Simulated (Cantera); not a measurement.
Gas mixture: H2 = 0.84 (molar parts), at 0.00227 atm, frozen composition.

Cantera's kinetic-theory transport with the Lennard-Jones parameters of GRI-Mech 3.0, ideal gas; thermal conductivity in the mixture-averaged form.

One state of this run: ρ (kg/m³) = 4.85e-5; cp (J/kg/K) = 15270; μ (µPa s) = 21.5; λ (mW/m/K) = 477; Pr = 0.689; D (cm²/s) H = 9130; D (cm²/s) NH3 = 3650; D (cm²/s) H2O = 4000. D: mixture-averaged diffusion coefficient of that species in the mixture.

Question: Which value of T (K) does it belong to?
(A) 1450
(B) 850
(C) 1150
(D) 1000

Answer: C, 1150
